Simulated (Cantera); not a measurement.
A diamond (100) surface in a fixed gas of H2 with x(CH4) = 0.0033, x(H) = 0.041, x(CH3) = 0.0012, 0.0602 atm; coverages are run to steady state.

Detailed kinetics in Cantera: the Harris–Goodwin 1993 mechanism for the reconstructed diamond (100) surface.

One state of this run: growth (µm/h) = 62.2; θ c6HH = 0.418; θ c6H* = 0.0414; θ c6*H = 0.498; θ c6** = 0.0344; θ c6HM = 0.00493. θ: site fractions in the mechanism's names (c6HH fully hydrogenated, c6H* and c6*H radical sites, c6** diradical, c6HM methylated).

Problem. Which value of T (K) does it belong to?
A) 1150
B) 1300
C) 1225
D) 1375

Solution. C, 1225
